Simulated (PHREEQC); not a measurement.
Dissolve 0.0015 mol CdCl2, 0.001 mol Na2SO4 and 0.17 mol FeSO4 per kg of water at 25 °C. Closed to the air; pH follows from the charge balance.

Model: ion-association model, phreeqc.dat, run in PHREEQC.

| quantity | before | after |
|---|---|---|
| pH | 5.82 | 3.79 |
| ionic strength (mol/kgw) | 0.355 | 0.354 |
| Fe+2 (mol/kgw) | 0.0881 | 0.0882 |
| SO4-2 (mol/kgw) | 0.0874 | 0.0865 |
| FeSO4 (mol/kgw) | 0.0818 | 0.0813 |
| Cl- (mol/kgw) | 0.00288 | 0.00288 |
| SI of Melanterite (FeSO4:7H2O) | -1.11 | -1.11 |
| SI of Cd(OH)2 (Cd(OH)2) | -5.98 | -10.04 |

Name the change that produced these shifts.
A. diluted 10-fold with water
B. Na2SO4 replaced by NaHF2 at the same molality
C. CdCl2 from 0.0015 to 0.00075 mol/kgw
D. CdCl2 from 0.0015 to 0.00135 mol/kgw
E. Na2SO4 left out

B, Na2SO4 replaced by NaHF2 at the same molality

No solid was allowed to form. Fluoro complexes past AlF4- and FeF3 are missing from the database.
